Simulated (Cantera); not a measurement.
Input: 1 mol SiHCl3, 0.021 mol C2H4, a varied amount of H2, at 1502 °C and 0.720 bar.

Equilibrium computed with Cantera from the NASA thermochemical tables; the gas is ideal and each condensed phase is pure. Candidate condensed phases: C, C6H6, C7H8, C8H18, Si, SiC; 109 gas species. Mutual solubility and eutectic melting of coexisting phases are not modelled. Gases not in the tables: Si2H6 and higher silanes. Equilibrium is a limit: real reactors are often held back by kinetics, nucleation or transport.

Task: What share of the Si ends up in condensed phases as a function of n(H2) (mol), at 4.5, 7.1, 11, 18, 28, 45, 71, 110, 180, 280, 450, 710, 1100?

Result: 
| n(H2) (mol) | Si condensed (%) | as |
|---|---|---|
| 4.5 | 8.9 | Si(l) + SiC(s) |
| 7.1 | 17.8 | Si(l) + SiC(s) |
| 11 | 27.7 | Si(l) + SiC(s) |
| 18 | 39.9 | Si(l) + SiC(s) |
| 28 | 51.0 | Si(l) + SiC(s) |
| 45 | 62.4 | Si(l) + SiC(s) |
| 71 | 71.9 | Si(l) + SiC(s) |
| 110 | 79.5 | Si(l) + SiC(s) |
| 180 | 85.8 | Si(l) + SiC(s) |
| 280 | 89.8 | Si(l) + SiC(s) |
| 450 | 92.5 | Si(l) + SiC(s) |
| 710 | 93.7 | Si(l) + SiC(s) |
| 1100 | 93.8 | Si(l) + SiC(s) |
